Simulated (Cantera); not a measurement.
What does this Cantera script print?

```python
import numpy as np
import cantera as ct

gas_names = """
    C CH CH2 CH3 CH4 CN C2 C2H C2H2,acetylene C2H2,vinylidene C2H3,vinyl CH3CN C2H4 C2H5 C2H6 CCN CNC
    C2N2 C3 C3H3,propargyl C3H4,allene C3H4,propyne C3H4,cyclo- C3H5,allyl C3H6,propylene C3H6,cyclo-
    C3H7,n-propyl C3H7,i-propyl C3H8 C4 C4H2 C4H4,1,3-cyclo- C4H6,butadiene C4H6,2-butyne C4H6,cyclo-
    C4H8,1-butene C4H8,cis2-buten C4H8,tr2-butene C4H8,isobutene C4H8,cyclo- C4H9,n-butyl C4H9,i-butyl
    C4H9,s-butyl C4H9,t-butyl C4H10,isobutane C4H10,n-butane C4N2 C5 C5H6,1,3cyclo- C5H8,cyclo-
    C5H10,1-pentene C5H10,cyclo- C5H11,pentyl C5H11,t-pentyl C5H12,n-pentane C5H12,i-pentane
    CH3C(CH3)2CH3 C6H2 C6H5,phenyl C6H6 C6H10,cyclo- C6H12,1-hexene C6H12,cyclo- C6H13,n-hexyl
    C7H7,benzyl C7H8 C7H14,1-heptene C7H15,n-heptyl C7H16,n-heptane C8H8,styrene C8H10,ethylbenz
    C8H16,1-octene C8H17,n-octyl C8H18,isooctane C8H18,n-octane C9H19,n-nonyl C10H8,naphthale
    C10H21,n-decyl C12H9,o-bipheny C12H10,bipheny H HCN HCCN HNC H2 N NH NH2 NH3 N2 N2H2 N2H4 Si SiC
    SiC2 SiC4H12 SiH SiH2 SiH3 SiH4 SiN Si2 Si2C Si2N Si3
""".split()
cond_names = """
    C(gr) C6H6(L) C7H8(L) C8H18(L),n-octa Si(cr) Si(L) SiC(b) Si3N4(a)
""".split()


def load(file, names, dense=False):
    # The tables refer to 1 bar. Condensed volumes are neglected.
    table = {s.name: s for s in ct.Species.list_from_file(file)}
    out = []
    for n in names:
        d = dict(table[n].input_data)
        d["thermo"] = dict(d["thermo"], **{"reference-pressure": 1e5})
        if dense:
            d["equation-of-state"] = {"model": "constant-volume", "density": "1e6 g/cm^3"}
        out.append(ct.Species.from_dict(d))
    return out


gas = ct.Solution(thermo="ideal-gas", species=load("nasa_gas.yaml", gas_names))
cond = {s.name: ct.Solution(thermo="fixed-stoichiometry", species=[s], name=s.name)
        for s in load("nasa_condensed.yaml", cond_names, dense=True)}
atoms = {
    'Si3N4': {'Si': 3, 'N': 4},
    'C': {'C': 1},
    'H2': {'H': 2},
}
top_T = {'C(gr)': 4500, 'SiC(b)': 3050, 'Si3N4(a)': 2400}  # K; cautious upper limits of use, not melting points


def equilibrate(T, P, feed):
    n = {}
    for name, mol in feed.items():
        for a, k in atoms[name].items():
            n[a] = n.get(a, 0.0) + k * mol
    gas.TPX = T, P, n
    mass = sum(n.values()) * gas.mean_molecular_weight
    gas.equilibrate("TP")
    valid = [c for c in cond.values() if c.min_temp <= T <= top_T.get(c.name, c.max_temp)]
    mix = ct.Mixture([(gas, mass / gas.mean_molecular_weight)] + [(c, 0.0) for c in valid])
    mix.T, mix.P = T, P
    mix.equilibrate("TP", solver="vcs", rtol=1e-11, max_steps=5000)
    return mix


results = []
T = 2723  # K
P = 133.322  # Pa
for m in [0.024, 0.13, 0.23, 0.34, 0.44, 0.55, 0.65]:
    feed = {'Si3N4': 1, 'C': m, 'H2': 0.27}  # mol
    mix = equilibrate(T, P, feed)
    results.append((T, P, feed, dict(zip(mix.species_names, mix.species_moles))))

top = {s: max(r[3][s] / sum(r[3][g] for g in gas_names) for r in results) for s in gas_names}
cols = sorted((s for s in top if top[s] > 1e-06), key=lambda s: -top[s])[:6]
seen = [c for c in cond_names if any(r[3].get(c, 0) > 1e-12 for r in results)]
print("log10 of partial pressures in bar; condensed amounts in mol")
print(f"{'n(C)':>10s}" + "".join(f"{s[:9]:>10s}" for s in cols + seen))
for T, P, feed, n in results:
    ng = sum(n[g] for g in gas_names)
    print(f"{feed['C']:10.4g}" + "".join(f"{np.log10(max(n[s] / ng * P / 1e5, 1e-99)):10.3f}" for s in cols)
          + "".join(f"{n.get(c, 0):10.4g}" for c in seen))
```

It prints:

```
log10 of partial pressures in bar; condensed amounts in mol
      n(C)        Si        N2         H      SiC2        CN      Si2C
     0.024    -3.144    -3.317    -3.913    -5.792    -6.065    -5.992
      0.13    -3.152    -3.317    -3.915    -4.918    -5.625    -5.567
      0.23    -3.159    -3.318    -3.917    -4.645    -5.485    -5.442
      0.34    -3.168    -3.318    -3.918    -4.462    -5.389    -5.363
      0.44    -3.176    -3.319    -3.919    -4.343    -5.326    -5.316
      0.55    -3.184    -3.319    -3.920    -4.241    -5.271    -5.277
      0.65    -3.192    -3.320    -3.921    -4.166    -5.230    -5.251
```

Equilibrium computed with Cantera from the NASA thermochemical tables; the gas is ideal and each condensed phase is pure. The tables' values for SiN are old estimates; treat these amounts as uncertain.
